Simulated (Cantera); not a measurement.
An isothermal, constant-pressure homogeneous reactor starts with 18.6 % NH₃, 81.4 % N₂, at 1725 K and 105 Torr.

Model: the gas-phase N/H chemistry of the illustrative SiF4/NH3 mechanism in the Surface Chemkin manual (1991), integrated in Cantera. Walls and surfaces, which speed up NH3 decomposition in real reactors, are not modelled.

Problem. Predict: x(NH₃) at 10.0 s; x(NH₂) at 10.0 s; x(H) at 10.0 s; x(N) at 10.0 s; x(NH) at 10.0 s; x(N₂H₂) at 10.0 s.

Solution. 
```json
{
  "x(NH₃) at 10.0 s": "0.0307 (gas-phase equilibrium 4.76e-7)",
  "x(NH₂) at 10.0 s": "3.34e-5 (gas-phase equilibrium 1.26e-9)",
  "x(H) at 10.0 s": "8.32e-5 (gas-phase equilibrium 0.000243)",
  "x(N) at 10.0 s": "8.94e-8 (gas-phase equilibrium 2.12e-11)",
  "x(NH) at 10.0 s": "7.71e-7 (gas-phase equilibrium 7.25e-11)",
  "x(N₂H₂) at 10.0 s": "3.83e-8 (gas-phase equilibrium <1e-12)"
}
```
